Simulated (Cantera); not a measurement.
# Fe3O4 + H2 + H2O (hydrogen reduction and annealing atmospheres)

Feed: 1 mol Fe3O4, 92 mol H2, 6 mol H2O.

Equilibrium computed with Cantera from the NASA thermochemical tables; the gas is ideal and each condensed phase is pure. Candidate condensed phases: Fe, FeO, Fe(OH)2, Fe(OH)3, Fe2O3, Fe3O4, H2O; 12 gas species. Equilibrium is a limit: real reactors are often held back by kinetics, nucleation or transport.

Stable condensed phases:

```
T in K \ P in Pa
              10      36     130     460    1700    6000   22000   77000  280000 1000000
   1923        A       A       A       A       B       B       B       B       B       B
   1823        A       A       A       B       B       B       B       B       B       B
   1723        A       B       B       B       B       B       B       B       B       B
   1623        B       B       B       B       B       B       B       B       B       B
   1523        B       B       B       B       B       B       B       B       B       B
   1423        B       B       B       B       B       B       B       B       B       B
   1323        B       B       B       B       B       B       B       B       B       B
   1223        B       B       B       B       B       B       B       B       B       B
   1123        B       B       B       B       B       B       B       B       B       B
   1023        B       B       B       B       B       B       B       B       B       B
    923        B       B       B       B       B       B       B       B       B       B
```

A: gas only; B: Fe.
